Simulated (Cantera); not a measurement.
CS2 + SO2 + N2 (abatement and gas-phase synthesis)

Feed: 1 mol CS2, 0.023 mol SO2, 1.6 mol N2.

These are equilibrium values from Cantera (NASA tables, ideal gas, pure condensed phases), not measurements of a reactor. Candidate condensed phases: C, S; 35 gas species. The ideal-gas law is rough above about 30 bar. Kinetics and transport are ignored.

### Question
Map the stable condensed phases over T = 1323, 1473, 1623, 1773, 1923, 2073, 2223, 2373, 2523, 2673, 2823, 2973 K and P in Pa = 10, 44, 200, 880, 3900, 17000, 77000, 340000, 1500000, 6800000, 30000000.

### Answer
```
T in K \ P in Pa
               10       44      200      880     3900    17000    77000   340000  1500000  6800000 30000000
   2973         A        A        A        A        A        A        A        A        A        A        B
   2823         A        A        A        A        A        A        A        A        A        A        B
   2673         A        A        A        A        A        A        A        A        A        B        B
   2523         A        A        A        A        A        A        A        A        B        B        B
   2373         A        A        A        A        A        A        A        A        B        B        B
   2223         A        A        A        A        A        A        A        B        B        B        B
   2073         A        A        A        A        A        A        B        B        B        B        B
   1923         A        A        A        A        B        B        B        B        B        B        B
   1773         A        A        A        B        B        B        B        B        B        B        B
   1623         A        B        B        B        B        B        B        B        B        B        B
   1473         B        B        B        B        B        B        B        B        B        B        B
   1323         B        B        B        B        B        B        B        B        B        B        B
```
A: gas only; B: C.
